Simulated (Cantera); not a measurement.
Mixture: CH₄ : O₂ : N₂ = 1 : 1.54 : 5.78 (molar parts), at 15.0 bar, adiabatic and at constant volume. Ignition delay is the time to a rise of 400 K.

Detailed kinetics in Cantera: GRI-Mech 3.0 (53 species, 325 reactions). The pressure lies above the range GRI-Mech 3.0 was tuned for (to about 10 atm).

Q: What does this change do: N2 5.78 to 4.6 parts?

A: 
```
quantity                                                before       after
--------------------------------------------------  ----------  ----------
delay at 1075 K                                        17.1 ms     14.4 ms
delay at 1225 K                                        2.39 ms     1.98 ms
delay at 1375 K                                       0.457 ms    0.373 ms
delay at 1525 K                                       0.106 ms     86.8 µs
delay at 1675 K                                        28.8 µs     23.9 µs
apparent activation energy between 1525 and 1675 K  180 kJ/mol  180 kJ/mol
```

Q: What does this change do: pressure from 15.0 bar to 4.50 bar?

A: 
```csv
quantity,before,after
delay at 1075 K,17.1 ms,69.6 ms
delay at 1225 K,2.39 ms,8.75 ms
delay at 1375 K,0.457 ms,1.44 ms
delay at 1525 K,0.106 ms,0.296 ms
delay at 1675 K,28.8 µs,75.7 µs
apparent activation energy between 1525 and 1675 K,180 kJ/mol,190 kJ/mol
```
